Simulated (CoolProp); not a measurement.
The fluid at 293.15 K and 2.6 MPa is compressed adiabatically to 14.5 MPa with isentropic efficiency 0.85. The same conditions are run with several fluids, on thermodynamics alone (safety and materials aside).

The numbers come from the reference Helmholtz-energy equation of state of each fluid (nitrous oxide: Lemmon 2006; ethylene: Smukala 2000; methane: Setzmann 1991) in CoolProp.

Task: Rank nitrous oxide, ethylene, methane by work (kJ/kg), highest first.

Result: methane (365), ethylene (169), nitrous oxide (112)

```csv
fluid,final temperature (K),final density (kg/m³)
nitrous oxide,450.0,206
ethylene,429.6,139
methane,454.0,61.6
```
